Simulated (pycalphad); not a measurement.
# Effect of Si content in Al-Si-C

CALPHAD calculation (pycalphad, COST 507 light-alloy database (1999)), 1 atm. The database dates from 1999; later assessments differ in places, in temperatures and in the compounds included. Phase fractions are per mole of atoms.

```tsv
alloy	liquidus (K)	first solid	solidus (K)	phases at 950 K
Al-0.5837Si-0.1293C (wt.%)	1782	AL4C3	903	LIQUID 0.99, AL4C3 0.01
Al-0.8859Si-0.1293C (wt.%)	1782	AL4C3	886	LIQUID 0.99, AL4C3 0.01
Al-1.178Si-0.1292C (wt.%)	1783	AL4C3	873	LIQUID 0.99, AL8SIC7 0.01
Al-4.704Si-0.1291C (wt.%)	1788	AL4C3	850	LIQUID 0.99, AL8SIC7 0.01
```

Database names, with the compositions (at.%) that they take in these runs: AL4C3: Al 57 C 43; AL8SIC7: Al 50 C 44 Si 6.
